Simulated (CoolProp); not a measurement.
A simple Rankine cycle with ethanol: condensing at 296.15 K, boiler at 0.449 MPa, turbine inlet 434.8 K, turbine efficiency 0.75, pump efficiency 0.7, no recuperator. Each further row changes one setting.

Values from CoolProp's reference Helmholtz-energy equation of state, Schroeder 2014.

| case | thermal efficiency (%) | net work (kJ/kg) | heat in (kJ/kg) | turbine exit temperature (K) | volume ratio over the turbine |
|---|---|---|---|---|---|
| as stated | 16.9 | 191 | 1130 | 308.2 | 47.6 |
| turbine inlet 454.8 K | 17.2 | 202 | 1170 | 329.0 | 48.1 |
| condensing temperature 288.15 K | 18.2 | 209 | 1150 | 295.4 | 74.0 |
| boiler pressure 0.314 MPa | 15.8 | 179 | 1140 | 320.6 | 34.1 |
| turbine efficiency 0.65 | 14.6 | 166 | 1130 | 325.4 | 50.3 |
